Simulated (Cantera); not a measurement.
Mixture: CH₄ : H₂ : O₂ : N₂ = 1 : 0.41 : 1.58 : 5.92 (molar parts), equivalence ratio 1.4, at 1.68 atm, adiabatic and at constant pressure. Ignition delay is the time to a rise of 400 K.

Model: GRI-Mech 3.0 (53 species, 325 reactions), integrated in Cantera.

Task: Predict: delay at 1225 K; delay at 1375 K; delay at 1525 K; delay at 1675 K; apparent activation energy between 1600 and 1750 K.

Result: 
| Quantity | Result |
|---|---|
| delay at 1225 K | 2.01 ms |
| delay at 1375 K | 0.573 ms |
| delay at 1525 K | 0.189 ms |
| delay at 1675 K | 74.4 µs |
| apparent activation energy between 1600 and 1750 K | 130 kJ/mol |
